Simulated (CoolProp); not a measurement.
Vapour-liquid equilibrium of R114 (1) + benzene (2) at 0.486 MPa; x and y are mole fractions of (1).

Values from CoolProp's multi-fluid Helmholtz-energy mixture model, Platzer 1990 and Thol 2012; pair parameters Bell 2016. This equation is an older, rougher fit; its heat capacities, sound speeds and derivatives of the liquid may be far off and weren't checked against measurements.

| x | bubble temperature, mixture model (°C) | bubble temperature, Raoult's law (°C) | y, mixture model | y, Raoult's law |
|---|---|---|---|---|
| 0.05 | 121.7 | 130.2 | 0.361 | 0.257 |
| 0.125 | 101.6 | 116.6 | 0.628 | 0.503 |
| 0.2 | 89.3 | 105.7 | 0.746 | 0.654 |
| 0.275 | 81.5 | 96.8 | 0.807 | 0.754 |
| 0.35 | 76.2 | 89.4 | 0.844 | 0.821 |
| 0.425 | 72.3 | 83.0 | 0.869 | 0.869 |
| 0.5 | 69.2 | 77.4 | 0.889 | 0.904 |
| 0.575 | 66.5 | 72.6 | 0.906 | 0.930 |
| 0.65 | 64.1 | 68.3 | 0.921 | 0.950 |
| 0.725 | 61.7 | 64.4 | 0.936 | 0.965 |
| 0.8 | 59.4 | 61.0 | 0.952 | 0.978 |
| 0.875 | 57.1 | 57.8 | 0.968 | 0.988 |
| 0.95 | 54.8 | 54.9 | 0.987 | 0.996 |

The largest gap from Raoult's law is -16.4 K in bubble temperature, at x = 0.2. No azeotrope shows between x = 0.05 and 0.95.

The pair parameters rest on a limited set of measurements; away from them the model extrapolates.
